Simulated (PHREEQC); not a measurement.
Dissolve 0.0044 mol/kgw Cu(NO3)2 at 50 °C. Closed to the air; pH follows from the charge balance.

Computed with PHREEQC (ion-association model, wateq4f.dat).

Problem. The ionic strength comes out as 0.0132 mol/kgw. What activity coefficients do NO3-, CuOH+, H+, Cu+2, Cu2(OH)2+2 get?

Solution. NO3- 0.88, CuOH+ 0.89, H+ 0.90, Cu+2 0.63, Cu2(OH)2+2 0.61.

This is a speciation only: nothing precipitates in the calculation. At this temperature some constants are extrapolated from 25 °C, and those without enthalpy data are left unchanged.
